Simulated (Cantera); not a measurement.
Cantera run:

```python
import numpy as np
import cantera as ct

gas_names = [...]  # 113 gases of nasa_gas.yaml made of C, H, O, Pb
cond_names = """
    C(gr) C6H6(L) C7H8(L) C8H18(L),n-octa H2O(s) H2O(L) Pb(cr) Pb(L) PbO(rd) PbO(yw) PbO(L) PbO2(s)
    Pb3O4(s)
""".split()


# ... load() reads the species with a 1 bar reference pressure and builds the phases ...
atoms = {
    'PbO': {'Pb': 1, 'O': 1},
    'CO': {'C': 1, 'O': 1},
    'H2': {'H': 2},
}
top_T = {'C(gr)': 4500, 'Pb3O4(s)': 820}  # K; cautious upper limits of use, not melting points


# ... equilibrate(T, P, feed) seeds the gas with the atoms and calls Mixture.equilibrate('TP', solver="vcs", rtol=1e-11, max_steps=5000) ...
results = []
feed = {'PbO': 1, 'CO': 4.5, 'H2': 7}  # mol
P = 100000  # Pa
for T in [1048, 1098, 1148, 1198, 1248, 1298, 1348, 1398, 1448, 1498, 1548, 1598]:
    mix = equilibrate(T, P, feed)
    results.append((T, P, feed, dict(zip(mix.species_names, mix.species_moles))))
    x = sorted(zip(gas.X, gas.species_names), reverse=True)
    print(f"T = {T:g} K  P = {P:g} Pa  gas = {mix.phase_moles(0):.4g} mol")
    print("   x: " + "  ".join(f"{s} {v:.3e}" for v, s in x if v > 1e-05))
    print("   condensed (mol): " + ("  ".join(f"{mix.phase(i).name} {mix.phase_moles(i):.4g}"
          for i in range(1, mix.n_phases) if mix.phase_moles(i) > 1e-12) or "none"))
```

It prints:

```
T = 1048 K  P = 100000 Pa  gas = 11.26 mol
   x: H2 5.436e-01  CO 3.461e-01  H2O 5.669e-02  CO2 4.283e-02  CH4 1.071e-02  Pb 4.469e-05
   condensed (mol): Pb(L) 0.9995
T = 1098 K  P = 100000 Pa  gas = 11.42 mol
   x: H2 5.503e-01  CO 3.549e-01  H2O 5.555e-02  CO2 3.559e-02  CH4 3.575e-03  Pb 1.168e-04
   condensed (mol): Pb(L) 0.9987
T = 1148 K  P = 100000 Pa  gas = 11.48 mol
   x: H2 5.507e-01  CO 3.595e-01  H2O 5.691e-02  CO2 3.144e-02  CH4 1.206e-03  Pb 2.802e-04
   condensed (mol): Pb(L) 0.9968
T = 1198 K  P = 100000 Pa  gas = 11.5 mol
   x: H2 5.491e-01  CO 3.625e-01  H2O 5.892e-02  CO2 2.849e-02  Pb 6.238e-04  CH4 4.335e-04
   condensed (mol): Pb(L) 0.9928
T = 1248 K  P = 100000 Pa  gas = 11.51 mol
   x: H2 5.468e-01  CO 3.647e-01  H2O 6.094e-02  CO2 2.610e-02  Pb 1.300e-03  CH4 1.678e-04
   condensed (mol): Pb(L) 0.985
T = 1298 K  P = 100000 Pa  gas = 11.53 mol
   x: H2 5.443e-01  CO 3.662e-01  H2O 6.275e-02  CO2 2.406e-02  Pb 2.557e-03  CH4 6.969e-05
   condensed (mol): Pb(L) 0.9705
T = 1348 K  P = 100000 Pa  gas = 11.55 mol
   x: H2 5.415e-01  CO 3.671e-01  H2O 6.430e-02  CO2 2.228e-02  Pb 4.777e-03  CH4 3.085e-05
   condensed (mol): Pb(L) 0.9448
T = 1398 K  P = 100000 Pa  gas = 11.6 mol
   x: H2 5.380e-01  CO 3.673e-01  H2O 6.554e-02  CO2 2.069e-02  Pb 8.522e-03  CH4 1.443e-05
   condensed (mol): Pb(L) 0.9011
T = 1448 K  P = 100000 Pa  gas = 11.67 mol
   x: H2 5.334e-01  CO 3.663e-01  H2O 6.644e-02  CO2 1.925e-02  Pb 1.459e-02
   condensed (mol): Pb(L) 0.8296
T = 1498 K  P = 100000 Pa  gas = 11.78 mol
   x: H2 5.271e-01  CO 3.640e-01  H2O 6.694e-02  Pb 2.409e-02  CO2 1.792e-02  H 1.248e-05
   condensed (mol): Pb(L) 0.7159
T = 1548 K  P = 100000 Pa  gas = 11.96 mol
   x: H2 5.183e-01  CO 3.596e-01  H2O 6.695e-02  Pb 3.845e-02  CO2 1.666e-02  H 2.217e-05  Pb2 2.165e-05
   condensed (mol): Pb(L) 0.5396
T = 1598 K  P = 100000 Pa  gas = 12.23 mol
   x: H2 5.060e-01  CO 3.525e-01  H2O 6.634e-02  Pb 5.956e-02  CO2 1.542e-02  Pb2 4.471e-05  H 3.786e-05
   condensed (mol): Pb(L) 0.2704
```

Cantera equilibrium calculation (NASA polynomials, part measured and part estimated; ideal gas, pure solids and liquids).
